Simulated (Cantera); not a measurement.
Charge: 1 mol Fe₂O₃, 5.1 mol O₂, 4.8 mol CO₂, held at 46000 Pa.

Cantera equilibrium calculation (NASA polynomials, part measured and part estimated; ideal gas, pure solids and liquids). Candidate condensed phases: C, Fe, Fe(CO)₅, FeO, Fe₂O₃, Fe₃O₄; 15 gas species. Rates play no part.

x: gas mole fraction; n: condensed amount in mol.

```tsv
T (K)	x O₂	x CO₂	x CO	x O	n Fe₂O₃(s)	n Fe₃O₄(s)
898	0.515	0.485	1.27e-12	5.29e-12	1.00	0
973	0.515	0.485	2.36e-11	7.16e-11	1.00	0
1048	0.515	0.485	2.88e-10	6.70e-10	1.00	0
1123	0.515	0.485	2.50e-9	4.65e-9	1.00	0
1198	0.515	0.485	…	…	1.00	0
1273	0.515	0.485	…	…	1.00	0
1348	0.515	0.485	3.85e-7	4.32e-7	1.00	0
1423	0.515	0.485	1.44e-6	1.42e-6	1.00	0
1498	0.515	0.485	4.73e-6	4.18e-6	1.00	0
1573	0.515	0.485	1.38e-5	1.11e-5	1.00	0
1648	0.515	0.485	3.66e-5	2.68e-5	1.00	0
1723	0.523	0.477	8.69e-5	6.06e-5	0	0.667
1798	0.523	0.477	0.000196	0.000127	0	0.667
```

What belongs in the gaps?


- 1198, x CO: 1.66e-8
- 1198, x O: 2.54e-8
- 1273, x CO: 8.77e-8
- 1273, x O: 1.14e-7
